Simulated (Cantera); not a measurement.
Cantera run, input and output.

```python
import numpy as np
import cantera as ct

surf = ct.Interface("ptcombust.yaml", "Pt_surf")
gas = surf.adjacent["gas"]
gas.TPX = 950, 320000, {'CO': 0.003, 'O2': 0.18, 'N2': 0.79, 'H2O': 0.047}
surf.TP = 950, 320000
reactor = ct.FlowReactor(gas, clone=False)
reactor.area = 0.0001  # m2
reactor.surface_area_to_volume_ratio = 280  # 1/m
reactor.mass_flow_rate = 0.54 * reactor.area * gas.density  # inlet velocity 0.54 m/s
reactor.energy_enabled = False
wall = ct.ReactorSurface(surf, reactor, clone=False)
net = ct.ReactorNet([reactor])
net.rtol, net.atol = 1e-8, 1e-16
show, cover = ['CO', 'O2', 'H2O', 'CO2'], ['PT(S)', 'H(S)', 'O(S)', 'OH(S)', 'CO(S)', 'C(S)']

rows = []
print(f"{'z/m':>9s}{'u/(m/s)':>9s}" + "".join(f"{s:>13s}" for s in show + cover))
for z in [0.00044, 0.00085, 0.0016, 0.0032, 0.0061, 0.012, 0.023, 0.044]:
    net.advance(z)
    rows.append([reactor.speed, *gas[show].X, *surf[cover].coverages])
    print(f"{z:9.4g}{rows[-1][0]:9.3g}" + "".join(f"{x:13.4e}" for x in rows[-1][1:]))
```

Output:

```
      z/m  u/(m/s)           CO           O2          H2O          CO2        PT(S)         H(S)         O(S)        OH(S)        CO(S)         C(S)
  0.00044     0.54   1.5589e-03   1.7590e-01   4.6110e-02   1.3843e-03   8.8348e-02   2.2892e-07   9.0535e-01   5.8791e-03   4.0222e-04   2.3001e-15
  0.00085    0.539   9.0510e-04   1.7563e-01   4.6125e-02   2.0391e-03   8.5973e-02   2.1947e-07   9.0798e-01   5.8089e-03   2.2055e-04   1.2237e-15
   0.0016    0.539   3.5101e-04   1.7540e-01   4.6138e-02   2.5940e-03   8.4129e-02   2.1223e-07   9.1002e-01   5.7535e-03   8.1734e-05   4.4277e-16
   0.0032    0.539   4.9605e-05   1.7528e-01   4.6145e-02   2.8958e-03   8.3183e-02   2.0856e-07   9.1106e-01   5.7248e-03   1.1280e-05   6.0352e-17
   0.0061    0.539   1.4820e-06   1.7526e-01   4.6146e-02   2.9440e-03   8.3035e-02   2.0799e-07   9.1123e-01   5.7203e-03   3.3575e-07   1.7928e-18
    0.012    0.539   1.1800e-09   1.7526e-01   4.6146e-02   2.9455e-03   8.3030e-02   2.0797e-07   9.1123e-01   5.7202e-03   2.6731e-10   1.4273e-21
    0.023    0.539   4.2738e-15   1.7526e-01   4.6146e-02   2.9455e-03   8.3030e-02   2.0797e-07   9.1123e-01   5.7202e-03   9.6815e-16   5.1695e-27
    0.044    0.539   5.4747e-16   1.7526e-01   4.6146e-02   2.9455e-03   8.3030e-02   2.0797e-07   9.1123e-01   5.7202e-03   1.2402e-16   6.6224e-28
```

Detailed kinetics in Cantera: Deutschmann's 1995 Pt surface mechanism with GRI-Mech 3.0 gas chemistry. Catalytic surfaces can have several steady states; this one follows from the mechanism file's or the stated starting coverage. Mass transfer to the wall is taken as infinitely fast.
